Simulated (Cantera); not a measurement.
Cantera run:

```python
import numpy as np
import cantera as ct

gas_names = """
    C CH CH2 CH3 CH4 C2 C2H C2H2,acetylene C2H2,vinylidene C2H3,vinyl C2H4 C2H5 C2H6 C3 C3H3,propargyl
    C3H4,allene C3H4,propyne C3H4,cyclo- C3H5,allyl C3H6,propylene C3H6,cyclo- C3H7,n-propyl
    C3H7,i-propyl C3H8 C4 C4H2 C4H4,1,3-cyclo- C4H6,butadiene C4H6,2-butyne C4H6,cyclo- C4H8,1-butene
    C4H8,cis2-buten C4H8,tr2-butene C4H8,isobutene C4H8,cyclo- C4H9,n-butyl C4H9,i-butyl C4H9,s-butyl
    C4H9,t-butyl C4H10,isobutane C4H10,n-butane C5 C5H6,1,3cyclo- C5H8,cyclo- C5H10,1-pentene
    C5H10,cyclo- C5H11,pentyl C5H11,t-pentyl C5H12,n-pentane C5H12,i-pentane CH3C(CH3)2CH3 C6H2
    C6H5,phenyl C6H6 C6H10,cyclo- C6H12,1-hexene C6H12,cyclo- C6H13,n-hexyl C7H7,benzyl C7H8
    C7H14,1-heptene C7H15,n-heptyl C7H16,n-heptane C8H8,styrene C8H10,ethylbenz C8H16,1-octene
    C8H17,n-octyl C8H18,isooctane C8H18,n-octane C9H19,n-nonyl C10H8,naphthale C10H21,n-decyl
    C12H9,o-bipheny C12H10,bipheny H H2 Si SiC SiC2 SiC4H12 SiH SiH2 SiH3 SiH4 Si2 Si2C Si3
""".split()
cond_names = """
    C(gr) C6H6(L) C7H8(L) C8H18(L),n-octa Si(cr) Si(L) SiC(b)
""".split()


def load(file, names, dense=False):
    # The tables refer to 1 bar. Condensed volumes are neglected.
    table = {s.name: s for s in ct.Species.list_from_file(file)}
    out = []
    for n in names:
        d = dict(table[n].input_data)
        d["thermo"] = dict(d["thermo"], **{"reference-pressure": 1e5})
        if dense:
            d["equation-of-state"] = {"model": "constant-volume", "density": "1e6 g/cm^3"}
        out.append(ct.Species.from_dict(d))
    return out


gas = ct.Solution(thermo="ideal-gas", species=load("nasa_gas.yaml", gas_names))
cond = {s.name: ct.Solution(thermo="fixed-stoichiometry", species=[s], name=s.name)
        for s in load("nasa_condensed.yaml", cond_names, dense=True)}
atoms = {
    'CH3SiH3': {'C': 1, 'H': 6, 'Si': 1},
    'CH4': {'C': 1, 'H': 4},
    'H2': {'H': 2},
}
top_T = {'C(gr)': 4500, 'SiC(b)': 3050}  # K; cautious upper limits of use, not melting points


def equilibrate(T, P, feed):
    n = {}
    for name, mol in feed.items():
        for a, k in atoms[name].items():
            n[a] = n.get(a, 0.0) + k * mol
    gas.TPX = T, P, n
    mass = sum(n.values()) * gas.mean_molecular_weight
    gas.equilibrate("TP")
    valid = [c for c in cond.values() if c.min_temp <= T <= top_T.get(c.name, c.max_temp)]
    mix = ct.Mixture([(gas, mass / gas.mean_molecular_weight)] + [(c, 0.0) for c in valid])
    mix.T, mix.P = T, P
    mix.equilibrate("TP", solver="vcs", rtol=1e-11, max_steps=5000)
    return mix


results = []
feed = {'CH3SiH3': 1, 'CH4': 0.22, 'H2': 4.1}  # mol
T = 2250  # K
for P in [100, 220, 460, 1000, 2200, 4600, 10000, 22000, 46000, 100000]:
    mix = equilibrate(T, P, feed)
    results.append((T, P, feed, dict(zip(mix.species_names, mix.species_moles))))

top = {s: max(r[3][s] / sum(r[3][g] for g in gas_names) for r in results) for s in gas_names}
cols = sorted((s for s in top if top[s] > 1e-05), key=lambda s: -top[s])[:6]
seen = [c for c in cond_names if any(r[3].get(c, 0) > 1e-12 for r in results)]
print("log10 of partial pressures in bar; condensed amounts in mol")
print(f"{'P/Pa':>10s}" + "".join(f"{s[:9]:>10s}" for s in cols + seen))
for T, P, feed, n in results:
    ng = sum(n[g] for g in gas_names)
    print(f"{P:10.4g}" + "".join(f"{np.log10(max(n[s] / ng * P / 1e5, 1e-99)):10.3f}" for s in cols)
          + "".join(f"{n.get(c, 0):10.4g}" for c in seen))
```

Output:

```
log10 of partial pressures in bar; condensed amounts in mol
      P/Pa        H2         H        Si      SiC2      Si2C C2H2,acet     C(gr)    SiC(b)
       100    -3.148    -3.703    -4.132    -5.069    -5.291    -5.623    0.8382     0.131
       220    -2.747    -3.503    -4.132    -5.069    -5.291    -5.222     0.451    0.6366
       460    -2.395    -3.327    -4.132    -5.069    -5.291    -4.870    0.3003    0.8326
      1000    -2.038    -3.148    -4.132    -5.069    -5.291    -4.513    0.2296    0.9241
      2200    -1.683    -2.971    -4.132    -5.069    -5.291    -4.158    0.1974    0.9654
      4600    -1.355    -2.807    -4.132    -5.069    -5.291    -3.830    0.1834    0.9831
     1e+04    -1.012    -2.635    -4.132    -5.069    -5.291    -3.487    0.1763    0.9919
   2.2e+04    -0.666    -2.462    -4.132    -5.069    -5.291    -3.141    0.1727     0.996
   4.6e+04    -0.344    -2.301    -4.132    -5.069    -5.291    -2.819    0.1706    0.9978
     1e+05    -0.005    -2.132    -4.132    -5.069    -5.291    -2.480    0.1687    0.9987
```

These are equilibrium values from Cantera (NASA tables, ideal gas, pure condensed phases), not measurements of a reactor. The feed counts by its element totals alone. Gases not in the tables: Si2H6 and higher silanes.
